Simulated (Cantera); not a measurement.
Input (Python, Cantera) and output of one run.

```python
import numpy as np
import cantera as ct

gas_names = """
    H HNO HNO2 HNO3 HO2 H2 H2O H2O2 N NH NH2 NH3 NH2OH NO NO2 NO3 N2 N2H2 N2H4 N2O O OH O2 O3 Si SiH
    SiH2 SiH3 SiH4 SiN SiO SiO2 Si2 Si2N Si3
""".split()
cond_names = """
    H2O(s) H2O(L) Si(cr) Si(L) SiO2(Lqz) SiO2(hqz) SiO2(L) Si2N2O(s) Si3N4(a)
""".split()


# ... load() reads the species with a 1 bar reference pressure and builds the phases ...
atoms = {
    'SiH4': {'Si': 1, 'H': 4},
    'NO': {'N': 1, 'O': 1},
    'H2': {'H': 2},
}
top_T = {'Si2N2O(s)': 2100, 'Si3N4(a)': 2400}  # K; cautious upper limits of use, not melting points


# ... equilibrate(T, P, feed) seeds the gas with the atoms and calls Mixture.equilibrate('TP', solver="vcs", rtol=1e-11, max_steps=5000) ...
results = []
feed = {'SiH4': 1, 'NO': 0.84, 'H2': 3.2}  # mol
P = 13332.2  # Pa
for T in [1275, 1375, 1475, 1575, 1675, 1775, 1875]:
    mix = equilibrate(T, P, feed)
    results.append((T, P, feed, dict(zip(mix.species_names, mix.species_moles))))
    x = sorted(zip(gas.X, gas.species_names), reverse=True)
    print(f"T = {T:g} K  P = {P:g} Pa  gas = {mix.phase_moles(0):.4g} mol")
    print("   x: " + "  ".join(f"{s} {v:.3e}" for v, s in x if v > 1e-05))
    print("   condensed (mol): " + ("  ".join(f"{mix.phase(i).name} {mix.phase_moles(i):.4g}"
          for i in range(1, mix.n_phases) if mix.phase_moles(i) > 1e-12) or "none"))
```

Output:

```
T = 1275 K  P = 13332.2 Pa  gas = 5.233 mol
   x: H2 9.936e-01  N2 6.355e-03  H2O 4.106e-05
   condensed (mol): SiO2(hqz) 0.2265  Si2N2O(s) 0.3867
T = 1375 K  P = 13332.2 Pa  gas = 5.233 mol
   x: H2 9.936e-01  N2 6.352e-03  H2O 5.415e-05
   condensed (mol): SiO2(hqz) 0.2265  Si2N2O(s) 0.3868
T = 1475 K  P = 13332.2 Pa  gas = 5.234 mol
   x: H2 9.934e-01  N2 6.375e-03  SiO 8.910e-05  H2O 6.869e-05  H 3.540e-05
   condensed (mol): SiO2(hqz) 0.2263  Si2N2O(s) 0.3866
T = 1575 K  P = 13332.2 Pa  gas = 5.242 mol
   x: H2 9.919e-01  N2 6.721e-03  SiO 1.171e-03  H 1.134e-04  H2O 8.568e-05
   condensed (mol): SiO2(hqz) 0.2243  Si2N2O(s) 0.3848
T = 1675 K  P = 13332.2 Pa  gas = 5.305 mol
   x: H2 9.798e-01  SiO 1.011e-02  N2 9.615e-03  H 3.148e-04  H2O 1.141e-04
   condensed (mol): SiO2(hqz) 0.2084  Si2N2O(s) 0.369
T = 1775 K  P = 13332.2 Pa  gas = 5.65 mol
   x: H2 9.198e-01  SiO 5.504e-02  N2 2.419e-02  H 7.603e-04  H2O 1.676e-04
   condensed (mol): SiO2(L) 0.1224  Si2N2O(s) 0.2833
T = 1875 K  P = 13332.2 Pa  gas = 6.145 mol
   x: H2 8.453e-01  SiO 1.106e-01  N2 4.232e-02  H 1.651e-03  H2O 3.498e-05  Si 2.368e-05  SiH2 1.464e-05
   condensed (mol): Si2N2O(s) 0.1599
```

Equilibrium computed with Cantera from the NASA thermochemical tables; the gas is ideal and each condensed phase is pure. Mutual solubility and eutectic melting of coexisting phases are not modelled. The tables hold silica as quartz up to 1696 K and as liquid above; real silica turns to tridymite and cristobalite and melts near 1996 K. Gases not in the tables: Si2H6 and higher silanes.
